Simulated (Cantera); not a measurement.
A diamond (100) surface in a fixed gas of H2 with x(CH4) = 0.011, x(CH3) = 0.0015, at 1123 K, 0.0118 atm; coverages are run to steady state.

Detailed kinetics in Cantera: the Harris–Goodwin 1993 mechanism for the reconstructed diamond (100) surface.

θ: site fractions in the mechanism's names (c6HH fully hydrogenated, c6H* and c6*H radical sites, c6** diradical, c6HM methylated).

```csv
x(H),growth (µm/h),θ c6HH,θ c6H*,θ c6*H,θ c6**,θ c6HM
0.0001,(withheld),0.577,0.0232,0.349,0.00251,0.0211
0.00022,(withheld),0.525,0.0260,0.390,0.00513,0.0251
0.00049,(withheld),0.496,0.0274,0.412,0.00892,0.0284
0.0011,(withheld),0.481,0.0281,0.423,0.0130,0.0305
0.0024,(withheld),0.476,0.0285,0.429,0.0162,0.0301
0.0053,(withheld),0.476,0.0289,0.434,0.0183,0.0265
0.012,(withheld),0.479,0.0293,0.440,0.0196,0.0199
0.026,(withheld),0.484,0.0297,0.446,0.0204,0.0129
0.058,(withheld),0.488,0.0301,0.450,0.0208,0.00716
```

Task: Fill in the missing entries.

Result: 
- 0.0001, growth (µm/h): 0.144
- 0.00022, growth (µm/h): 0.336
- 0.00049, growth (µm/h): 0.716
- 0.0011, growth (µm/h): 1.43
- 0.0024, growth (µm/h): 2.66
- 0.0053, growth (µm/h): 4.71
- 0.012, growth (µm/h): 7.61
- 0.026, growth (µm/h): 10.5
- 0.058, growth (µm/h): 12.8
